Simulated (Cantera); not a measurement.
An isothermal, constant-pressure homogeneous reactor starts with NH3 : H2 = 1 : 0.95 (molar parts), at 1650 K and 0.120 bar.

Detailed kinetics in Cantera: the gas-phase N/H chemistry of the illustrative SiF4/NH3 mechanism in the Surface Chemkin manual (1991). Walls and surfaces, which speed up NH3 decomposition in real reactors, are not modelled.

**Question.** Predict: x(NH3) at 200 s; x(H2) at 200 s; x(N2H2) at 200 s; x(NH) at 200 s; x(NH2) at 200 s; x(H) at 200 s.

**Answer.** 
```
Property                                             Result
----------------  -----------------------------------------
x(NH3) at 200 s     0.00807 (gas-phase equilibrium 1.52e-6)
x(H2) at 200 s          0.825 (gas-phase equilibrium 0.830)
x(N2H2) at 200 s     1.13e-9 (gas-phase equilibrium <1e-12)
x(NH) at 200 s     8.69e-8 (gas-phase equilibrium 2.07e-11)
x(NH2) at 200 s     5.12e-6 (gas-phase equilibrium 1.08e-9)
x(H) at 200 s     0.000213 (gas-phase equilibrium 0.000241)
```
